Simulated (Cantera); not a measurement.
Input (Python, Cantera) and output of one run.

```python
import numpy as np
import cantera as ct

gas_names = [...]  # 87 gases of nasa_gas.yaml made of C, H, Si
cond_names = """
    C(gr) C6H6(L) C7H8(L) C8H18(L),n-octa Si(cr) Si(L) SiC(b)
""".split()


# ... load() reads the species with a 1 bar reference pressure and builds the phases ...
atoms = {
    'SiH4': {'Si': 1, 'H': 4},
    'CH4': {'C': 1, 'H': 4},
    'H2': {'H': 2},
}
top_T = {'C(gr)': 4500, 'SiC(b)': 3050}  # K; cautious upper limits of use, not melting points


# ... equilibrate(T, P, feed) seeds the gas with the atoms and calls Mixture.equilibrate('TP', solver="vcs", rtol=1e-11, max_steps=5000) ...
results = []
T = 1225  # K
P = 55000  # Pa
for m in [0.33, 0.39, 0.47, 0.57, 0.68, 0.82, 0.98, 1.2, 1.4, 1.7, 2]:
    feed = {'SiH4': 1, 'CH4': m, 'H2': 36}  # mol
    mix = equilibrate(T, P, feed)
    results.append((T, P, feed, dict(zip(mix.species_names, mix.species_moles))))
    x = sorted(zip(gas.X, gas.species_names), reverse=True)
    print(f"T = {T:g} K  P = {P:g} Pa  n(CH4) = {m:g} mol  gas = {mix.phase_moles(0):.4g} mol")
    print("   x: " + "  ".join(f"{s} {v:.3e}" for v, s in x if v > 0.0001))
    print("   condensed (mol): " + ("  ".join(f"{mix.phase(i).name} {mix.phase_moles(i):.4g}"
          for i in range(1, mix.n_phases) if mix.phase_moles(i) > 1e-12) or "none"))
```

Result:

```
T = 1225 K  P = 55000 Pa  n(CH4) = 0.33 mol  gas = 38.66 mol
   x: H2 1.000e+00
   condensed (mol): Si(cr) 0.6705  SiC(b) 0.3295
T = 1225 K  P = 55000 Pa  n(CH4) = 0.39 mol  gas = 38.78 mol
   x: H2 1.000e+00
   condensed (mol): Si(cr) 0.6105  SiC(b) 0.3895
T = 1225 K  P = 55000 Pa  n(CH4) = 0.47 mol  gas = 38.94 mol
   x: H2 1.000e+00
   condensed (mol): Si(cr) 0.5305  SiC(b) 0.4694
T = 1225 K  P = 55000 Pa  n(CH4) = 0.57 mol  gas = 39.14 mol
   x: H2 1.000e+00
   condensed (mol): Si(cr) 0.4305  SiC(b) 0.5694
T = 1225 K  P = 55000 Pa  n(CH4) = 0.68 mol  gas = 39.36 mol
   x: H2 1.000e+00
   condensed (mol): Si(cr) 0.3205  SiC(b) 0.6794
T = 1225 K  P = 55000 Pa  n(CH4) = 0.82 mol  gas = 39.64 mol
   x: H2 1.000e+00
   condensed (mol): Si(cr) 0.1805  SiC(b) 0.8194
T = 1225 K  P = 55000 Pa  n(CH4) = 0.98 mol  gas = 39.96 mol
   x: H2 1.000e+00
   condensed (mol): Si(cr) 0.02055  SiC(b) 0.9794
T = 1225 K  P = 55000 Pa  n(CH4) = 1.2 mol  gas = 40.2 mol
   x: H2 9.950e-01  CH4 4.974e-03
   condensed (mol): SiC(b) 1
T = 1225 K  P = 55000 Pa  n(CH4) = 1.4 mol  gas = 40.51 mol
   x: H2 9.929e-01  CH4 7.120e-03
   condensed (mol): C(gr) 0.1115  SiC(b) 1
T = 1225 K  P = 55000 Pa  n(CH4) = 1.7 mol  gas = 41.11 mol
   x: H2 9.929e-01  CH4 7.120e-03
   condensed (mol): C(gr) 0.4073  SiC(b) 1
T = 1225 K  P = 55000 Pa  n(CH4) = 2 mol  gas = 41.7 mol
   x: H2 9.929e-01  CH4 7.120e-03
   condensed (mol): C(gr) 0.703  SiC(b) 1
```

These are equilibrium values from Cantera (NASA tables, ideal gas, pure condensed phases), not measurements of a reactor. Mutual solubility and eutectic melting of coexisting phases are not modelled.
